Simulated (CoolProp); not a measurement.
Vapour-liquid equilibrium of R134a (1) + R152A (2) at 44.6 kPa; x and y are mole fractions of (1).

The numbers come from the multi-fluid Helmholtz-energy mixture model, Tillner-Roth 1994 and Outcalt 1996; pair parameters Lemmon 2004 in CoolProp.

| x | bubble temperature, mixture model (K) | bubble temperature, Raoult's law (K) | y, mixture model | y, Raoult's law |
|---|---|---|---|---|
| 0.05 | 232.2 | 232.0 | 0.045 | 0.054 |
| 0.2 | 232.4 | 231.7 | 0.193 | 0.213 |
| 0.35 | 232.4 | 231.5 | 0.354 | 0.368 |
| 0.5 | 232.3 | 231.3 | 0.520 | 0.520 |
| 0.65 | 231.9 | 231.1 | 0.682 | 0.668 |
| 0.8 | 231.4 | 230.8 | 0.830 | 0.812 |
| 0.95 | 230.8 | 230.6 | 0.961 | 0.954 |

The largest gap from Raoult's law is +1.0 K in bubble temperature, at x = 0.5. y crosses x between x = 0.2 and 0.35: the model has an azeotrope there.

Pair parameters are fitted to limited data, so mixtures are less certain than the pure fluids.
